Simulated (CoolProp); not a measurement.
Vapour-liquid equilibrium of n-hexane (1) + benzene (2) at 1.09 MPa; x and y are mole fractions of (1).

The numbers come from the multi-fluid Helmholtz-energy mixture model, Thol 2019 and Thol 2012; pair parameters Bell 2016 in CoolProp.

```csv
x,bubble temperature (°C),y at the bubble point,dew temperature at overall composition x (°C),liquid density (mol/L)
0.05,181.5,0.074,182.1,8.548
0.125,179.0,0.172,180.2,8.258
0.2,177.0,0.258,178.3,7.980
0.275,175.4,0.335,…,7.714
0.35,174.0,0.407,175.1,7.460
0.425,172.9,0.475,173.7,7.217
0.5,172.0,0.541,172.5,6.987
0.575,171.2,0.606,171.6,6.767
0.65,…,0.672,…,…
0.725,170.2,0.738,170.3,6.359
0.8,170.0,0.806,170.0,6.169
0.875,169.8,0.877,169.8,…
0.95,169.8,0.950,169.8,5.814
```

### Question
What belongs in the gaps?

### Answer

- 0.275, dew temperature at overall composition x (°C): 176.6
- 0.65, bubble temperature (°C): 170.7
- 0.65, dew temperature at overall composition x (°C): 170.8
- 0.65, liquid density (mol/L): 6.558
- 0.875, liquid density (mol/L): 5.988

y crosses x between x = 0.875 and 0.95: the model has an azeotrope there.

The pair parameters rest on a limited set of measurements; away from them the model extrapolates.
